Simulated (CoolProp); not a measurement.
A single-stage vapour-compression cycle with R404A: evaporating at 215.15 K (dew point), condensing at 236.15 K (bubble point), superheat 5 K, subcooling 5 K, compressor efficiency 0.75, no pressure losses. Each further row changes one setting.

Values from CoolProp's reference Helmholtz-energy equation of state, Lemmon 2003. It is a pseudo-pure fit of the blend.

```tsv
case	cooling COP	pressure ratio	discharge temperature (K)	refrigerating effect (kJ/kg)	volumetric capacity (kJ/m³)
as stated	6.98	2.91	258.7	192	558
evaporating temperature 220.15 K	9.46	2.23	254.2	195	730
condensing temperature 231.15 K	9.22	2.33	250.5	198	576
subcooling 10 K	7.21	2.91	258.7	198	576
superheat 15 K	6.91	2.91	269.3	199	552
compressor efficiency 0.65	6.05	2.91	263.8	192	558
```
